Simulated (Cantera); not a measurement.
**Oxide etching and cleaning by halides: B2O3 + HF**

Input: 1 mol B2O3, a varied amount of HF, held at 0.000480 bar.

Equilibrium computed with Cantera from the NASA thermochemical tables; the gas is ideal and each condensed phase is pure. Candidate condensed phases: B, B2O3, B3O3H3, H2O; 43 gas species. The tables' values for BF2 are old estimates. Rates play no part.

Stable condensed phases:

```
T in °C \ n(HF) in mol
         1.8 3.6 5.5 7.3 9.2  11  13  15  17  18  20  22
   1150    A   A   A   A   A   A   A   A   A   A   A   A
   1100    B   A   A   A   A   A   A   A   A   A   A   A
   1050    B   A   A   A   A   A   A   A   A   A   A   A
   1000    B   B   A   A   A   A   A   A   A   A   A   A
    950    B   B   B   A   A   A   A   A   A   A   A   A
    900    B   B   B   B   A   A   A   A   A   A   A   A
    850    B   B   B   B   A   A   A   A   A   A   A   A
    800    B   B   B   B   B   A   A   A   A   A   A   A
    750    B   B   B   B   A   A   A   A   A   A   A   A
    700    B   B   B   B   A   A   A   A   A   A   A   A
    650    B   B   B   B   A   A   A   A   A   A   A   A
    600    B   B   B   B   A   A   A   A   A   A   A   A
    550    B   B   B   B   A   A   A   A   A   A   A   A
```

A: gas only; B: B2O3.
